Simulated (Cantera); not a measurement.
**Thermodynamics of silicon carbide growth, feed SiH₄ + C₃H₈ + H₂**

Feed: 1 mol SiH₄, 0.041 mol C₃H₈, 1 mol H₂, equilibrated at 10.0 mbar.

Equilibrium computed with Cantera from the NASA thermochemical tables; the gas is ideal and each condensed phase is pure. Candidate condensed phases: C, C₆H₆, C₇H₈, C₈H₁₈, Si, SiC; 87 gas species. Mutual solubility and eutectic melting of coexisting phases are not modelled. Gases not in the tables: Si₂H₆ and higher silanes. Kinetics and transport are ignored.

From 973 K to 1573 K the condensed part is Si(s) + SiC(s). From 1723 K to 2323 K the condensed part is Si(l) + SiC(s). From 2473 K to 2623 K nothing is condensed.

| T (K) | log p H₂ | log p H | log p Si | log p Si₂C | log p SiC₂ | log p SiH | log p Si₂ | log p C₂H₂ (acetylene) | n Si(s) | n SiC(s) | n Si(l) |
|---|---|---|---|---|---|---|---|---|---|---|---|
| 973 | -2.00 | -9.97 | <-14 | <-14 | <-14 | <-14 | <-14 | <-14 | 0.877 | 0.123 | 0 |
| 1123 | -2.00 | -8.37 | -13.19 | <-14 | <-14 | -12.79 | <-14 | <-14 | 0.877 | 0.123 | 0 |
| 1273 | -2.00 | -7.15 | -10.74 | <-14 | <-14 | -10.76 | <-14 | -13.61 | 0.877 | 0.123 | 0 |
| 1423 | -2.00 | -6.18 | -8.82 | -11.91 | <-14 | -9.16 | -11.96 | -12.01 | 0.877 | 0.123 | 0 |
| 1573 | -2.00 | -5.39 | -7.26 | -9.84 | -13.80 | -7.88 | -9.94 | -10.72 | 0.877 | 0.123 | 0 |
| 1723 | -2.00 | -4.74 | -6.01 | -8.17 | -11.60 | -6.85 | -8.33 | -9.60 | 0 | 0.123 | 0.877 |
| 1873 | -2.00 | -4.19 | -5.05 | -6.87 | -9.67 | -6.09 | -7.18 | -8.47 | 0 | 0.123 | 0.874 |
| 2023 | -2.01 | -3.73 | -4.24 | -5.77 | -8.03 | -5.44 | -6.21 | -7.51 | 0 | 0.122 | 0.856 |
| 2173 | -2.04 | -3.33 | -3.55 | -4.82 | -6.62 | -4.90 | -5.37 | -6.70 | 0 | 0.118 | 0.769 |
| 2323 | -2.11 | -3.02 | -2.94 | -4.00 | -5.40 | -4.45 | -4.64 | -6.06 | 0 | 0.0810 | 0.365 |
| 2473 | -2.21 | -2.76 | -2.75 | -3.79 | -4.31 | -4.41 | -4.68 | -5.17 | 0 | 0 | 0 |
| 2623 | -2.30 | -2.53 | -2.74 | -4.20 | -4.08 | -4.55 | -5.04 | -4.95 | 0 | 0 | 0 |
log p: log10 of the partial pressure in bar; n: condensed amount in mol.
